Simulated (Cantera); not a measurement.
Ignition delay

Mixture: CH4 : O2 : N2 = 1 : 3.7 : 12.2 (molar parts), at 5.00 bar, adiabatic and at constant pressure. Ignition delay is the time to a rise of 400 K.

Cantera simulation using GRI-Mech 3.0 (53 species, 325 reactions); the numbers are that mechanism's predictions, not measurements.

```json
[
 {"T0 (K)": "1300", "delay (ms)": "1.94"},
 {"T0 (K)": "1375", "delay (ms)": "0.836"},
 {"T0 (K)": "1450", "delay (ms)": "0.386"},
 {"T0 (K)": "1525", "delay (ms)": "0.190"},
 {"T0 (K)": "1600", "delay (ms)": "0.100"},
 {"T0 (K)": "1675", "delay (ms)": "0.0563"}
]
```

```
Quantity                                                Result
--------------------------------------------------  ----------
apparent activation energy between 1525 and 1675 K  170 kJ/mol
```
